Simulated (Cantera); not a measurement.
**MgCl₂ + HCl + N₂ (halide evaporation, hydrolysis and transport)**

Charge: 1 mol MgCl₂, 1.3 mol HCl, 8.2 mol N₂, equilibrated at 1925 °C and 0.133 bar.

Cantera equilibrium calculation (NASA polynomials, part measured and part estimated; ideal gas, pure solids and liquids). Candidate condensed phases: Mg, MgCl₂, NH₄Cl; 18 gas species. Kinetics and transport are ignored.

- x(N₂): 0.774
- x(HCl): 0.109
- x(MgCl₂): 0.0934
- x(Cl): 0.0152
- x(H₂): 0.00631
- x(H): 0.00121
- x(MgCl): 0.000580
- x(Mg): 0.000420
- x(Cl₂): 1.43e-5
- gas amount: 10.59 mol
- log10 activity of Mg(l) (absent): -6.04
